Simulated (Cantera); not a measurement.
# Ignition delay

Mixture: CH4 : C2H6 : O2 : N2 = 1 : 0.079 : 3 : 11.3 (molar parts), equivalence ratio 0.76, at 5.00 bar, adiabatic and at constant volume. Ignition delay is the time to a rise of 400 K.

Detailed kinetics in Cantera: GRI-Mech 3.0 (53 species, 325 reactions).

```json
[
 {"T0 (K)": "1000", "delay (ms)": "39.8"},
 {"T0 (K)": "1075", "delay (ms)": "10.4"},
 {"T0 (K)": "1150", "delay (ms)": "3.55"},
 {"T0 (K)": "1225", "delay (ms)": "1.44"},
 {"T0 (K)": "1300", "delay (ms)": "0.641"},
 {"T0 (K)": "1375", "delay (ms)": "0.301"}
]
```

apparent activation energy between 1225 and 1375 K: 150 kJ/mol
